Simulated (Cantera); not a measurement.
An adiabatic, constant-volume homogeneous reactor starts with 3.32 % CH₄, 0.797 % CO, 20.1 % O₂, 75.7 % N₂, equivalence ratio 0.35, at 1350 K and 11.0 bar.

Model: GRI-Mech 3.0 (53 species, 325 reactions), integrated in Cantera.

### Question
Predict: time of steepest temperature rise; temperature at 0.200 s; equilibrium temperature; x(CO) at 0.200 s; x(O₂) at 0.200 s; x(H) at 0.200 s; x(OH) at 0.200 s.

### Answer
| Item | Value |
|---|---|
| time of steepest temperature rise | 0.506 ms |
| temperature at 0.200 s | 2282 K |
| equilibrium temperature | 2282 K |
| x(CO) at 0.200 s | 0.000281 (gas-phase equilibrium 0.000281) |
| x(O₂) at 0.200 s | 0.125 (gas-phase equilibrium 0.125) |
| x(H) at 0.200 s | 1.85e-5 (gas-phase equilibrium 1.85e-5) |
| x(OH) at 0.200 s | 0.00235 (gas-phase equilibrium 0.00235) |
